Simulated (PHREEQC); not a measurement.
1 kg of water holding 0.17 mol MgSO4, 0.07 mol NaCl, 0.088 mol LiCl and 0.0056 mol KCl is evaporated at 15 °C; the solids stay in contact with the brine. The system is closed to CO2. The run lets Arcanite, Bischofite, Bloedite, Brucite, Carnallite, Epsomite, Glaserite, Halite, Hexahydrite, Kainite, Kieserite, Leonite, Mirabilite, Misenite, Schoenite, Sylvite, Thenardite, MgCl2_4H2O precipitate or redissolve, and no other solid.

The series has 15 steps of water left (kg), from 1 to 0.05692.

The numbers come from PHREEQC with the Pitzer model, pitzer.dat.

### Question
Which solids form, in which order, and at which step of the series does each first stand?

### Answer
Epsomite from water left = 0.07718 kg.
